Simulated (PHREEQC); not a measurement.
A solution holds 1.2 mmol/kgw Pb(NO3)2 and 1.2 mmol/kgw NaCl, at 20 °C. Closed to the air; pH follows from the charge balance.

The numbers come from PHREEQC with the ion-association model, phreeqc.dat.

Precipitation was switched off in this run.

Estimate the pH, specific conductance.

pH 5.38; specific conductance 399 µS/cm.

In which forms is N present?

NO3- 99 %, PbNO3+ 1.2 % of the N.
